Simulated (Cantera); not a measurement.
Feed: 1 mol CH₂F₂, 0.13 mol H₂, equilibrated at 402 °C and 82.0 mbar.

These are equilibrium values from Cantera (NASA tables, ideal gas, pure condensed phases), not measurements of a reactor. Candidate condensed phases: C, C₆H₆, C₇H₈, C₈H₁₈; 95 gas species. Kinetics and transport are ignored.

Q: What is the equilibrium state?

A: 
```
Quantity           Result
--------------  ---------
x(HF)               0.942
x(H₂)              0.0542
x(CH₄)            0.00352
x(H₂F₂)           1.59e-5
n(C(graphite))  0.993 mol
gas amount      2.123 mol
```
